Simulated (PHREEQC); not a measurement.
Solution (25 °C): 0.26 mol/kgw SrCl2 and 7.3e-05 mol/kgw CO2. Closed to the air; pH follows from the charge balance.

Equilibrium calculation in PHREEQC: ion-association model, wateq4f.dat.

pH: 5.07
ionic strength: 0.780 mol/kgw
activity of water: 0.987

```tsv
species	molality	activity	log γ
Cl-	0.520	0.319	-0.212
Sr+2	0.260	0.0625	-0.619
CO2	6.17e-5	7.39e-5	0.078
H+	1.13e-5	8.45e-6	-0.125
HCO3-	5.75e-6	3.84e-6	-0.175
SrHCO3+	5.50e-6	3.67e-6	-0.175
OH-	1.96e-9	1.17e-9	-0.223
```

Precipitation was switched off in this run. Caution: at this ionic strength the ion-association model is outside its range; a Pitzer model would be the better tool where its parameters exist.
